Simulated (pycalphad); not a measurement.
All values are pycalphad results on the COST 507 light-alloy database (1999) (1 atm), not direct measurements. The data set is of 1999 and partly superseded. Amounts are mole fractions of atoms. Diffusion is slow at the low end, where real alloys seldom reach equilibrium.

Task: Give the equilibrium state of Hf-3.58C (at.%) at 675 K.

Result: 
```
T = 675.00 K, P = 101325 Pa, N = 1 mol of atoms
G = -42142 J/mol, H = 1233 J/mol, S = 64.26 J/(mol K)  (SER reference)
chemical potentials (J/mol): Hf -34311, C -253050
phase             fraction      x(Hf)       x(C)
HCP_A3              0.9515     0.9816     0.0184
FCC_A1              0.0485     0.6235     0.3765
```

FCC_A1 is fcc; HCP_A3 is hcp. The fcc model also describes the rock-salt carbide or nitride (TiC, TiN, HfC).
